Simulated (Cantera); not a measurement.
Input: 1 mol Zr, 0.66 mol N2, at 2573 K and 0.000190 bar.

These are equilibrium values from Cantera (NASA tables, ideal gas, pure condensed phases), not measurements of a reactor. Candidate condensed phases: Zr, ZrN; 4 gas species. ZrN: taken at fixed stoichiometry. Equilibrium is a limit: real reactors are often held back by kinetics, nucleation or transport.

Base state: N2 0.994, Zr 0.00594, N 4.08e-5 (mole fractions); condensed: ZrN(s).

Question: What changes in the equilibrium state with this change: pressure from 0.000190 bar to 1.70e-6 bar?

Answer: 
| species | before | after |
|---|---|---|
| Zr | 0.00594 | 0.602 |
| N2 | 0.994 | 0.397 |
| N | 4.08e-5 | 0.000273 |
| ZrN(s), mol | 0.999 | 0 |
